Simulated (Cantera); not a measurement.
**Equilibrium for silicon oxide and oxynitride deposition: Si₂H₆ + CO₂ + N₂ + O₂**

Feed: 1 mol Si₂H₆, a varied amount of CO₂, 27 mol N₂, 2.4 mol O₂, at 1850 K and 0.0160 bar.

These are equilibrium values from Cantera (NASA tables, ideal gas, pure condensed phases), not measurements of a reactor. Candidate condensed phases: C, C₆H₆, C₇H₈, C₈H₁₈, H₂O, Si, SiC, SiO₂, Si₂N₂O, Si₃N₄; 151 gas species. The feed counts by its element totals alone. The tables hold silica as quartz up to 1696 K and as liquid above; real silica turns to tridymite and cristobalite and melts near 1996 K. Kinetics and transport are ignored.

| n(CO₂) (mol) | log p N₂ | log p CO₂ | log p H₂O | log p H₂ | log p CO | log p H | log p SiO | n SiO₂(condensed) |
|---|---|---|---|---|---|---|---|---|
| 0.61 | -1.85 | -4.28 | -3.16 | -3.06 | -3.58 | -4.80 | -5.15 | 1.99 |
| 1.3 | -1.86 | -3.76 | -3.05 | -3.20 | -3.31 | -4.87 | -5.41 | 1.99 |
| 2 | -1.87 | -3.44 | -2.98 | -3.34 | -3.20 | -4.94 | -5.61 | 2.00 |
| 2.7 | -1.88 | -3.23 | -2.95 | -3.47 | -3.14 | -5.00 | -5.76 | 2.00 |
| 3.3 | -1.89 | -3.09 | -2.94 | -3.56 | -3.11 | -5.05 | -5.87 | 2.00 |
| 4 | -1.90 | -2.97 | -2.93 | -3.65 | -3.09 | -5.09 | -5.97 | 2.00 |
| 4.7 | -1.91 | -2.87 | -2.92 | -3.74 | -3.08 | -5.14 | -6.06 | 2.00 |
| 5.4 | -1.91 | -2.80 | -2.92 | -3.81 | -3.08 | -5.17 | -6.13 | 2.00 |
| 6 | -1.92 | -2.74 | -2.92 | -3.86 | -3.08 | -5.20 | -6.19 | 2.00 |
| 6.7 | -1.93 | -2.68 | -2.93 | -3.92 | -3.08 | -5.23 | -6.24 | 2.00 |
| 7.4 | -1.94 | -2.63 | -2.93 | -3.98 | -3.08 | -5.26 | -6.29 | 2.00 |
| 8.1 | -1.95 | -2.59 | -2.94 | -4.03 | -3.08 | -5.28 | -6.34 | 2.00 |
log p: log10 of the partial pressure in bar; n: condensed amount in mol.

From 0.61 mol CO₂ to 8.1 mol CO₂ the condensed part is SiO₂(condensed). The main Si-bearing gas is SiO throughout.
